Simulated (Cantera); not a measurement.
## Moist CO burnout

An isothermal, constant-pressure homogeneous reactor starts with 0.557 % CO, 3.02 % O2, 2.08 % H2O, 94.3 % N2, equivalence ratio 0.092, at 850 K and 100000 Pa.

Model: GRI-Mech 3.0 (53 species, 325 reactions), integrated in Cantera.

```tsv
t (s)	x CO	x O2	x H2O	x H2	x NO2
0.000200	0.00557	0.0302	0.0208	<1e-12	<1e-12
0.000971	0.00557	0.0302	0.0208	<1e-12	<1e-12
0.00472	0.00557	0.0302	0.0208	<1e-12	<1e-12
0.0229	0.00557	0.0302	0.0208	<1e-12	<1e-12
0.111	0.00557	0.0302	0.0208	2.14e-12	<1e-12
0.540	0.00557	0.0302	0.0208	3.43e-11	<1e-12
2.62	0.00556	0.0302	0.0208	2.79e-9	<1e-12
12.7	0.00541	0.0301	0.0208	6.44e-7	<1e-12
61.8	0.00386	0.0294	0.0208	5.51e-6	1.44e-12
300	0.000819	0.0279	0.0208	1.46e-6	1.66e-11
```
x: mole fraction; the columns are a selection and need not sum to one.

Equilibrium at this temperature and pressure: CO <1e-12, O2 0.0275, H2O 0.0208, H2 <1e-12, NO2 1.19e-7 (gas phase only).
